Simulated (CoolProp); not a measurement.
200 sccm (0 °C, 1 atm) of nitrogen bubbles through liquid n-undecane at 359.8 K and leaves saturated at a total pressure of 0.00634 MPa (ideal gas phase). Each further row changes one setting.

Computed with CoolProp (reference Helmholtz-energy equation of state, Aleksandrov 2011). It is a short technical equation, of lower accuracy than the large ones.

```
case                       vapour pressure (kPa)  mole fraction of vapour  delivery (mg/min)  delivery (sccm)  change of delivery for a bath 1 K warmer (%)
-------------------------  ---------------------  -----------------------  -----------------  ---------------  --------------------------------------------
as stated                                   2.41                    0.380                854              122                                           8.1
bath temperature 364.8 K                    3.04                    0.480               1290              185                                           9.4
total pressure 0.0127 MPa                   2.41                    0.190                326             46.8                                           6.1
```
